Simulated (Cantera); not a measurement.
A perfectly stirred reactor is fed with CH₄ : C₂H₆ : C₃H₈ : O₂ : N₂ = 1 : 0.19 : 0.14 : 2.4 : 13 (molar parts), at 3750 Torr; it is adiabatic with a 325 K inlet, and is followed from long to short residence time, starting on the burning branch (τ in s: 0.042, 0.024, 0.013, 0.0076, 0.0044, 0.0025, 0.0014, 0.0008, 0.00046, 0.00026, 0.00015, 8.4e-05, 4.8e-05).

Detailed kinetics in Cantera: GRI-Mech 3.0 (53 species, 325 reactions).

One state of this run: T (K) = 1599; x CH₄ = 0.00765; x C₂H₆ = 0.000274; x C₃H₈ = 3.62e-5; x C₂H₂ = 0.00194; x C₂H₄ = 0.00125; x O = 3.63e-6. x: mole fraction; the columns are a selection and need not sum to one.

Question: Which value of τ (s) does it belong to?
A) 0.0076
B) 0.00015
C) 0.0025
D) 0.042

Answer: C, 0.0025
